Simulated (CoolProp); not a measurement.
Computed with CoolProp (reference Helmholtz-energy equation of state, Lemmon 2003). It is a pseudo-pure fit of the blend.

Problem. For R404A, give the phase and the cp (kJ/(kg K)), cv (kJ/(kg K)), isothermal compressibility (1/MPa), expansivity (1/kK) at 102.75 °C and 31.1 bar; 102.75 °C and 37.3 bar; 102.75 °C and 56 bar.

Solution. 
- 102.75 °C and 31.1 bar: gas; cp 1.30, cv 0.984, isothermal compressibility 0.452, expansivity 7.06
- 102.75 °C and 37.3 bar: gas; cp 1.45, cv 1.00, isothermal compressibility 0.423, expansivity 9.25
- 102.75 °C and 56 bar: supercritical; cp 2.57, cv 1.07, isothermal compressibility 0.421, expansivity 25.2
